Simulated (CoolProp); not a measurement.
R236FA along the isobar 4290 kPa: density (kg/m³) from the reference equation and from simpler models built on Tc = 398.1 K, pc = 3191 kPa, ω = 0.377; each cubic takes its own stable root.

Model: reference Helmholtz-energy equation of state, Pan 2012, in CoolProp.

| T (K) | phase | reference |
|---|---|---|
| 233.1 | liquid | 1570 |
| 241.7 | liquid | 1546 |
| 250.3 | liquid | 1522 |
| 259 | liquid | 1497 |
| 267.6 | liquid | 1472 |
| 276.2 | liquid | 1447 |
| 284.8 | liquid | 1421 |
| 293.4 | liquid | 1394 |
| 302.1 | liquid | 1366 |
| 310.7 | liquid | 1338 |
| 319.3 | liquid | 1309 |
| 327.9 | liquid | 1278 |
| 336.5 | liquid | 1246 |
| 345.1 | liquid | 1212 |
| 353.8 | liquid | 1175 |

### Question
How far does each simpler model (van der Waals, Redlich-Kwong, Soave-Redlich-Kwong) lie from the reference over these 15 states: mean and median of the absolute difference, and the worst?

### Answer
- van der Waals: mean 39.0 %, median 39.0 %, worst -40.4 % at 233.1 K and 4290 kPa
- Redlich-Kwong: mean 14.1 %, median 13.7 %, worst -16.2 % at 353.8 K and 4290 kPa
- Soave-Redlich-Kwong: mean 9.6 %, median 9.3 %, worst -11.7 % at 353.8 K and 4290 kPa
